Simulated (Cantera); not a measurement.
A perfectly stirred reactor is fed with 4.42 % CH4, 0.619 % C2H6, 1.46 % C3H8, 19.7 % O2, 73.8 % N2, at 6.30 bar; it is adiabatic with a 723 K inlet, and is followed from long to short residence time, starting on the burning branch (τ in s: 0.15, 0.059, 0.023, 0.0089, 0.0034, 0.0013, 0.00052, 0.0002, 7.7e-05, 3e-05, 1.2e-05, 4.5e-06).

Detailed kinetics in Cantera: GRI-Mech 3.0 (53 species, 325 reactions). GRI-Mech 3.0 was tuned for natural gas; its chemistry of propane as a main component is partial and can be far from experiment.

x: mole fraction; the columns are a selection and need not sum to one.

```
τ (s)    T (K)     x CH4  x C2H6   x C3H8    x NO2    x HCO
-------  -----  --------  ------  -------  -------  -------
0.15      2462   1.26e-7     ___  5.76e-9  3.22e-6  5.81e-9
0.059     2463   3.16e-7     ___  1.46e-8  3.02e-6  9.25e-9
0.023     2463   7.91e-7     ___  3.69e-8  2.62e-6  1.82e-8
0.0089    2461   1.96e-6     ___  9.32e-8  2.02e-6  4.15e-8
0.0034    2455   4.75e-6     ___  2.35e-7  1.36e-6  1.04e-7
0.0013    2438   1.10e-5     ___  5.78e-7  8.58e-7  2.67e-7
0.00052   2407   2.29e-5     ___  1.31e-6  5.53e-7  6.63e-7
0.00020   2356   4.79e-5     ___  2.94e-6  3.45e-7  1.72e-6
7.7e-5    2286  0.000103     ___  6.52e-6  2.07e-7  4.47e-6
3.0e-5    2199  0.000241     ___  1.52e-5  1.20e-7  1.14e-5
1.2e-5    2079  0.000737     ___  4.45e-5  6.04e-8  2.89e-5
4.5e-6     723    0.0442     ___   0.0146   <1e-12   <1e-12
```

Problem. Some entries are withheld; supply them.

Solution. 
- 0.15, x C2H6: 1.83e-9
- 0.059, x C2H6: 4.63e-9
- 0.023, x C2H6: 1.18e-8
- 0.0089, x C2H6: 3.00e-8
- 0.0034, x C2H6: 7.75e-8
- 0.0013, x C2H6: 2.00e-7
- 0.00052, x C2H6: 4.88e-7
- 0.00020, x C2H6: 1.22e-6
- 7.7e-5, x C2H6: 3.00e-6
- 3.0e-5, x C2H6: 7.62e-6
- 1.2e-5, x C2H6: 2.38e-5
- 4.5e-6, x C2H6: 0.00619
